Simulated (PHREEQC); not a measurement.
Leach liquor: an equilibrium model

Consider water at 25 °C with 0.073 mol HCl, 0.0017 mol MnSO4 and 3.7e-05 mol MgSO4 per kg of water. It is in equilibrium with CO2 at log p = -3.5 (atm). Otherwise closed; pH follows from the charge balance.

Model: ion-association model, wateq4f.dat, run in PHREEQC.

* **pH**: 1.22
* **ionic strength**: 0.0769 mol/kgw
* **total alkalinity**: -73.0 meq/kg

```json
[
 {"species": "Cl-", "molality": "0.0728", "activity": "0.0570", "log γ": "-0.106"},
 {"species": "H+", "molality": "0.0717", "activity": "0.0600", "log γ": "-0.078"},
 {"species": "Mn+2", "molality": "0.00149", "activity": "0.000642", "log γ": "-0.366"},
 {"species": "HSO4-", "molality": "0.00128", "activity": "0.00102", "log γ": "-0.100"},
 {"species": "SO4-2", "molality": "0.000431", "activity": "0.000175", "log γ": "-0.392"},
 {"species": "MnCl+", "molality": "0.000187", "activity": "0.000149", "log γ": "-0.097"},
 {"species": "Mg+2", "molality": "3.64e-5", "activity": "1.58e-5", "log γ": "-0.362"},
 {"species": "MnSO4", "molality": "1.96e-5", "activity": "2.00e-5", "log γ": "0.008"},
 {"species": "CO2", "molality": "1.06e-5", "activity": "1.08e-5", "log γ": "0.008"},
 {"species": "MnCl2", "molality": "3.65e-6", "activity": "3.71e-6", "log γ": "0.008"},
 {"species": "MgSO4", "molality": "6.38e-7", "activity": "6.49e-7", "log γ": "0.008"},
 {"species": "MnCl3-", "molality": "7.29e-8", "activity": "5.83e-8", "log γ": "-0.097"}
]
```

Precipitation was switched off in this run. Species that the database lacks are ignored.
